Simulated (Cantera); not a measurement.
Input (Python, Cantera) and output of one run.

```python
import numpy as np
import cantera as ct

gas_names = """
    C CN CO CO2 C2 CCN CNC C2N2 C2O C3 C3O2 C4 C4N2 C5 Ca CaO Ca2 N NCO NO NO2 NO3 N2 N2O O O2 O3
""".split()
cond_names = """
    C(gr) Ca(a) Ca(b) Ca(L) CaCO3(caL) CaO(s) CaO(L)
""".split()


def load(file, names, dense=False):
    # The tables refer to 1 bar. Condensed volumes are neglected.
    table = {s.name: s for s in ct.Species.list_from_file(file)}
    out = []
    for n in names:
        d = dict(table[n].input_data)
        d["thermo"] = dict(d["thermo"], **{"reference-pressure": 1e5})
        if dense:
            d["equation-of-state"] = {"model": "constant-volume", "density": "1e6 g/cm^3"}
        out.append(ct.Species.from_dict(d))
    return out


gas = ct.Solution(thermo="ideal-gas", species=load("nasa_gas.yaml", gas_names))
cond = {s.name: ct.Solution(thermo="fixed-stoichiometry", species=[s], name=s.name)
        for s in load("nasa_condensed.yaml", cond_names, dense=True)}
atoms = {
    'CaCO3': {'Ca': 1, 'C': 1, 'O': 3},
    'O2': {'O': 2},
    'N2': {'N': 2},
}
top_T = {'C(gr)': 4500}  # K; cautious upper limits of use, not melting points


def equilibrate(T, P, feed):
    n = {}
    for name, mol in feed.items():
        for a, k in atoms[name].items():
            n[a] = n.get(a, 0.0) + k * mol
    gas.TPX = T, P, n
    mass = sum(n.values()) * gas.mean_molecular_weight
    gas.equilibrate("TP")
    valid = [c for c in cond.values() if c.min_temp <= T <= top_T.get(c.name, c.max_temp)]
    mix = ct.Mixture([(gas, mass / gas.mean_molecular_weight)] + [(c, 0.0) for c in valid])
    mix.T, mix.P = T, P
    mix.equilibrate("TP", solver="vcs", rtol=1e-11, max_steps=5000)
    return mix


results = []
feed = {'CaCO3': 1, 'O2': 0.18, 'N2': 0.65}  # mol
T = 1048.15  # K
P = 16000  # Pa
mix = equilibrate(T, P, feed)
results.append((T, P, feed, dict(zip(mix.species_names, mix.species_moles))))
print(gas.report(threshold=1e-05))
for i in range(1, mix.n_phases):
    print(f"{mix.phase(i).name:16s} {mix.phase_moles(i):12.5e} mol")
```

Output:

```
       temperature   1048.2 K
          pressure   16000 Pa
           density   0.068199 kg/m^3
  mean mol. weight   37.146 kg/kmol
   phase of matter   gas

                          1 kg             1 kmol
                     ---------------   ---------------
          enthalpy       -4.9738e+06       -1.8476e+08  J
   internal energy       -5.2085e+06       -1.9347e+08  J
           entropy            7462.6        2.7721e+05  J/K
    Gibbs function       -1.2796e+07       -4.7531e+08  J
 heat capacity c_p            1213.7             45083  J/K
 heat capacity c_v            989.83             36768  J/K

                      mass frac. Y      mole frac. X     chem. pot. / RT
                     ---------------   ---------------   ---------------
               CO2            0.6474           0.54645           -76.153
                NO        1.9239e-05        2.3817e-05            -29.35
                N2           0.26786           0.35518           -27.852
                O2          0.084718          0.098349           -30.848
     [  +23 minor]        3.1835e-07        2.5789e-07

C(gr)             0.00000e+00 mol
Ca(b)             0.00000e+00 mol
CaCO3(caL)        0.00000e+00 mol
CaO(s)            1.00000e+00 mol
```

Equilibrium computed with Cantera from the NASA thermochemical tables; the gas is ideal and each condensed phase is pure.
